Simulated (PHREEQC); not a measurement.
Consider water at 86 °C with 0.21 mol/kgw LiOH, 0.0375 mol/kgw Al2(SO4)3 and 0.047 mol/kgw LiBr. Closed to the air; pH follows from the charge balance.

Equilibrium calculation in PHREEQC: ion-association model, phreeqc.dat.

The ionic strength comes out as 0.369 mol/kgw. What activity coefficients do Al+3, HSO4-, Al(OH)2+, SO4-2, Al(SO4)2- get?

Al+3 0.078, HSO4- 0.70, Al(OH)2+ 0.68, SO4-2 0.20, Al(SO4)2- 0.66.

This is a speciation only: nothing precipitates in the calculation. Saturation is exceeded, for instance for Al(OH)3(a), Gibbsite (slow to form); the values hold only as long as no solid forms. Away from 25 °C the constants follow the database's enthalpies or fits; those with neither stay at their 25 °C values.
